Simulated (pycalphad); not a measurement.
All values are pycalphad results on the COST 507 light-alloy database (1999) (1 atm), not direct measurements. The data set is of 1999 and partly superseded. Diffusion is slow at the low end, where real alloys seldom reach equilibrium.

Task: How does the equilibrium phase assembly of Ti-0.85Hf-9.87B (at.%) change on cooling from 2577 °C to 277 °C?

Result: 
| T (°C) | phases above | phases below |
|---|---|---|
| 1600.9 | LIQUID | BM + LIQUID |
| 1546 ± 6 | BM + LIQUID | BCC_A2 + BM |
| 875.4 | BCC_A2 + BM | BCC_A2 + BM + HCP_A3 |
| 872.9 | BCC_A2 + BM + HCP_A3 | BM + HCP_A3 |
Changes were sought between steps of 100 K, so a narrower field can be missed.

Database names, with the compositions (at.%) that they take in these runs: BM: Ti 50 B 50. BCC_A2 is bcc; HCP_A3 is hcp.
